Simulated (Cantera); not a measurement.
## Thermodynamics of titanium nitride, carbide and oxide coatings, feed Ti(OiPr)4 + O2

Charge: 1 mol Ti(OiPr)4, 0.41 mol O2, held at 1400 K and 1.50 mbar.

Equilibrium computed with Cantera from the NASA thermochemical tables; the gas is ideal and each condensed phase is pure. Candidate condensed phases: C, C6H6, C7H8, C8H18, H2O, Ti, TiC, TiO, TiO2, Ti2O3, Ti3O5, Ti4O7; 113 gas species. The feed counts by its element totals alone. TiC: taken at fixed stoichiometry. The numbers say what is thermodynamically allowed, not how fast it happens.

The x(H2) is 0.744 and the x(CO) comes out as 0.256. The x(H) comes out as 0.000108, the x(CH4) is 3.58e-6 and the x(C2H2 (acetylene)) is 1.87e-6. The x(H2O) is 1.06e-6. The n(C(graphite)) is 6.18 mol, the n(TiC(s)) comes out as 1.00 mol and the gas amount comes out as 18.82 mol. The log10 activity of Ti(β) (absent) is -6.24, the log10 activity of Ti2O3(s) (absent) comes out as -6.58 and the log10 activity of Ti3O5(s) (absent) is -10.91.
